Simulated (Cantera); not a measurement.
Feed: 1 mol H2O, 1.9 mol O2, at 2750 K and 220 bar.

Method: chemical equilibrium by Gibbs-energy minimisation in Cantera with the NASA 1993 tables (ideal gas, pure condensed phases). Candidate condensed phases: H2O; 9 gas species. The ideal-gas law is rough above about 30 bar. The numbers say what is thermodynamically allowed, not how fast it happens.

Base state: O2 0.645, H2O 0.333, OH 0.0184, O 0.00241, H2 0.000500, HO2 0.000423, H 0.000103, H2O2 4.66e-5 (mole fractions); condensed: gas only.

Task: What changes in the equilibrium state with this change: O2 from 1.9 to 0.032 mol?

Result: 
```json
[
 {"species": "H2O", "before": "0.333", "after": "0.948"},
 {"species": "O2", "before": "0.645", "after": "0.0302"},
 {"species": "OH", "before": "0.0184", "after": "0.0145"},
 {"species": "H2", "before": "0.000500", "after": "0.00658"},
 {"species": "HO2", "before": "0.000423", "after": "7.18e-5"},
 {"species": "O", "before": "0.00241", "after": "0.000521"},
 {"species": "H", "before": "0.000103", "after": "0.000374"},
 {"species": "H2O2", "before": "4.66e-5", "after": "2.87e-5"}
]
```
